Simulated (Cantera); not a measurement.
Charge: 1 mol N2O, 1.2 mol O2, 15 mol N2, held at 452 °C and 0.0280 bar.

Method: chemical equilibrium by Gibbs-energy minimisation in Cantera with the NASA 1993 tables (ideal gas, pure condensed phases). The numbers say what is thermodynamically allowed, not how fast it happens.

Q: What is the equilibrium state?

A: x(N2): 0.904
x(O2): 0.0960
gas amount: 17.70 mol
